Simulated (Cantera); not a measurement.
**NO annealing gas**

An isothermal, constant-pressure homogeneous reactor starts with 62.5 % NO, 37.5 % N2, at 1525 K and 13300 Pa.

Detailed kinetics in Cantera: GRI-Mech 3.0 (53 species, 325 reactions).

```
t (s)      x NO       x O     x NO2      x O2   x N2     x N2O
--------  -----  --------  --------  --------  -----  --------
1.00e-6   0.625  6.57e-10    <1e-12    <1e-12  0.375  6.57e-10
6.76e-6   0.625   4.41e-9  3.59e-11    <1e-12  0.375   4.44e-9
4.57e-5   0.625   2.85e-8   1.58e-9  4.16e-12  0.375   3.01e-8
0.000309  0.625   1.44e-7   5.93e-8  1.60e-10  0.375   2.03e-7
0.00209   0.625   2.82e-7   1.10e-6   4.10e-9  0.375   1.37e-6
0.0141    0.625   3.45e-7   9.10e-6   1.16e-7  0.375   8.97e-6
0.0956    0.625   6.86e-7   6.04e-5   7.75e-6  0.375   4.97e-5
0.647     0.624   1.13e-6  0.000135  0.000298  0.375  0.000123
4.37      0.619   1.40e-6  0.000176   0.00272  0.378  0.000125
29.6      0.588   2.44e-6  0.000324    0.0183  0.393  0.000112
200       0.435   4.95e-6  0.000525    0.0943  0.470   5.96e-5
```
x: mole fraction; the columns are a selection and need not sum to one.

Equilibrium at this temperature and pressure: NO 0.00158, O 8.71e-6, NO2 3.48e-6, O2 0.312, N2 0.687, N2O 3.27e-8 (gas phase only).
